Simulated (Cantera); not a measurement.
An isothermal, constant-pressure homogeneous reactor starts with 4.61 % H2, 32.9 % O2, 62.5 % N2, at 1000 K and 0.0237 atm.

Detailed kinetics in Cantera: the H2/O2 subset of GRI-Mech 3.0, which has no nitrogen chemistry. Radical loss at walls, strong at low pressure, is not modelled. The temperature is held fixed by assumption; the heat of reaction is taken as removed at once.

x: mole fraction; the columns are a selection and need not sum to one.

| t (s) | x H2 | x O2 | x HO2 | x H | x OH | x H2O | x O |
|---|---|---|---|---|---|---|---|
| 5.00e-6 | 0.0461 | 0.329 | 1.32e-12 | 1.31e-12 | <1e-12 | <1e-12 | <1e-12 |
| 1.99e-5 | 0.0461 | 0.329 | 5.27e-12 | 5.05e-12 | <1e-12 | <1e-12 | <1e-12 |
| 7.92e-5 | 0.0461 | 0.329 | 2.11e-11 | 1.89e-11 | 2.52e-12 | 1.27e-12 | 3.29e-12 |
| 0.000315 | 0.0461 | 0.329 | 8.51e-11 | 8.56e-11 | 2.28e-11 | 4.78e-11 | 4.40e-11 |
| 0.00126 | 0.0461 | 0.329 | 4.18e-10 | 2.22e-9 | 7.30e-10 | 3.68e-9 | 1.70e-9 |
| 0.00500 | 0.0453 | 0.329 | … | 0.000290 | 9.49e-5 | 0.000532 | 0.000221 |
| 0.0199 | 0.000724 | 0.310 | … | 0.00255 | 0.000757 | 0.0445 | 0.00427 |
| 0.0792 | 4.30e-5 | 0.313 | … | 2.98e-5 | 0.000149 | 0.0470 | 0.000257 |
| 0.315 | 2.30e-6 | 0.313 | … | 4.22e-7 | 3.61e-5 | 0.0471 | 1.51e-5 |
| 1.26 | 1.78e-7 | 0.313 | … | 1.40e-8 | 1.17e-5 | 0.0471 | 1.55e-6 |
| 5.00 | 2.35e-8 | 0.313 | … | 8.95e-10 | 4.66e-6 | 0.0471 | 2.49e-7 |

Q: What belongs in the gaps?

A: 
- 0.00500, x HO2: 3.84e-6
- 0.0199, x HO2: 4.91e-6
- 0.0792, x HO2: 1.82e-6
- 0.315, x HO2: 2.72e-7
- 1.26, x HO2: 3.68e-8
- 5.00, x HO2: 6.46e-9
